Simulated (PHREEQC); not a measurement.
Solution (75 °C): 0.015 mol/kgw CaCl2, 0.0025 mol/kgw Na2HPO4 and 0.00074 mol/kgw KCl. Closed to the air; pH follows from the charge balance.

Equilibrium calculation in PHREEQC: ion-association model, wateq4f.dat.

No solid was allowed to form.

Q: Order these Ca species by the share of Ca that they hold, largest first: CaH2PO4+, CaPO4-, Ca+2, CaHPO4.

A: Ca+2 (88 %), CaHPO4 (10 %), CaPO4- (1.4 %), CaH2PO4+ (0.37 %)

Q: Order these P species by the share of P that they hold, largest first: H2PO4-, HPO4-2, CaH2PO4+, CaPO4-, CaHPO4.

A: CaHPO4 (63 %), HPO4-2 (20 %), CaPO4- (8.6 %), H2PO4- (6.5 %), CaH2PO4+ (2.2 %)

The pH is 7.32 and the ionic strength 0.0458 mol/kgw. Examples of supersaturated solids here: Hydroxyapatite. Others may be too. H3PO4, which wateq4f.dat lacks, is added to it with the constant of phreeqc.dat. At this temperature some constants are extrapolated from 25 °C, and those without enthalpy data are left unchanged.
